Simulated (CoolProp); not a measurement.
A single-stage vapour-compression cycle with R1336mzz(E): evaporating at 254.15 K (dew point), condensing at 303.15 K (bubble point), superheat 5 K, subcooling 8 K, compressor efficiency 0.7, no pressure losses. Each further row changes one setting.

Model: reference Helmholtz-energy equation of state, Akasaka 2023, in CoolProp.

```json
[
 {"case": "as stated", "cooling COP": "3.06", "pressure ratio": "7.79", "discharge temperature (K)": "312.9", "refrigerating effect (kJ/kg)": "121", "volumetric capacity (kJ/m³)": "276"},
 {"case": "evaporating temperature 259.15 K", "cooling COP": "3.57", "pressure ratio": "6.04", "discharge temperature (K)": "311.7", "refrigerating effect (kJ/kg)": "124", "volumetric capacity (kJ/m³)": "361"},
 {"case": "condensing temperature 298.15 K", "cooling COP": "3.52", "pressure ratio": "6.56", "discharge temperature (K)": "308.1", "refrigerating effect (kJ/kg)": "127", "volumetric capacity (kJ/m³)": "290"},
 {"case": "subcooling 13 K", "cooling COP": "3.22", "pressure ratio": "7.79", "discharge temperature (K)": "312.9", "refrigerating effect (kJ/kg)": "127", "volumetric capacity (kJ/m³)": "290"},
 {"case": "superheat 15 K", "cooling COP": "3.12", "pressure ratio": "7.79", "discharge temperature (K)": "323.8", "refrigerating effect (kJ/kg)": "128", "volumetric capacity (kJ/m³)": "282"},
 {"case": "compressor efficiency 0.6", "cooling COP": "2.62", "pressure ratio": "7.79", "discharge temperature (K)": "320.4", "refrigerating effect (kJ/kg)": "121", "volumetric capacity (kJ/m³)": "276"}
]
```
